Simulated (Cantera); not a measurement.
Charge: 1 mol Al, 0.28 mol NH₃, 4.7 mol H₂, equilibrated at 1502 °C and 133 Pa.

Cantera equilibrium calculation (NASA polynomials, part measured and part estimated; ideal gas, pure solids and liquids). Candidate condensed phases: Al, AlN; 13 gas species. Kinetics and transport are ignored.

Base state: H₂ 0.868, Al 0.122, H 0.00738, AlH 0.00203, N₂ 0.000776, Al₂ 2.27e-5 (mole fractions); condensed: AlN(s).

**Question.** What changes in the equilibrium state with this change: temperature from 1502 °C to 1527 °C?

**Answer.** 
```tsv
species	before	after
H₂	0.868	0.862
Al	0.122	0.125
H	0.00738	0.00910
N₂	0.000776	0.00245
Al₂	2.27e-5	2.02e-5
AlH	0.00203	0.00193
AlN(s), mol	0.271	0.251
```
